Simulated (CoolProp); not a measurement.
Nitrogen along the isobar 2.95 MPa: density (kg/m³) from the reference equation and from simpler models built on Tc = -147.0 °C, pc = 3.396 MPa, ω = 0.037; each cubic takes its own stable root.

The numbers come from the reference Helmholtz-energy equation of state, Span 2000 in CoolProp.

```tsv
T (°C)	phase	reference
-154.75	liquid	560.5
-119.95	gas	78.29
-85.05	gas	57.30
-50.15	gas	46.31
-15.35	gas	39.22
19.55	gas	34.13
54.35	gas	30.29
89.25	gas	27.26
```

Problem. How far does each simpler model (van der Waals, Redlich-Kwong, Soave-Redlich-Kwong) lie from the reference over these 8 states: mean and median of the absolute difference, and the worst?

Solution. 
- van der Waals: mean 5.3 %, median 1.5 %, worst -31.7 % at -154.75 °C and 2.95 MPa
- Redlich-Kwong: mean 1.7 %, median 0.6 %, worst -9.8 % at -154.75 °C and 2.95 MPa
- Soave-Redlich-Kwong: mean 1.5 %, median 0.4 %, worst -9.5 % at -154.75 °C and 2.95 MPa
